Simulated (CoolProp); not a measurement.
Vapour-liquid equilibrium of CH2F2 (R32) (1) + R152A (2) at 203.1 K; x and y are mole fractions of (1).

The numbers come from the multi-fluid Helmholtz-energy mixture model, Tillner-Roth 1997 and Outcalt 1996; pair parameters Bell 2016 in CoolProp.

```tsv
x	bubble pressure, mixture model (kPa)	bubble pressure, Raoult's law (kPa)	y, mixture model	y, Raoult's law
0.05	9.202	9.039	0.212	0.199
0.125	11.51	11.16	0.417	0.403
0.2	13.76	13.29	0.552	0.541
0.275	15.95	15.41	0.648	0.641
0.35	18.10	17.54	0.720	0.718
0.425	20.21	19.66	0.776	0.777
0.5	22.29	21.79	0.822	0.825
0.575	24.34	23.91	0.860	0.865
0.65	26.38	26.04	0.892	0.898
0.725	28.42	28.16	0.920	0.926
0.8	30.46	30.29	0.945	0.950
0.875	32.51	32.41	0.967	0.971
0.95	34.57	34.54	0.988	0.989
```

The largest gap from Raoult's law is +3.5 % in bubble pressure, at x = 0.2. No azeotrope shows between x = 0.05 and 0.95.

Pair parameters are fitted to limited data, so mixtures are less certain than the pure fluids.
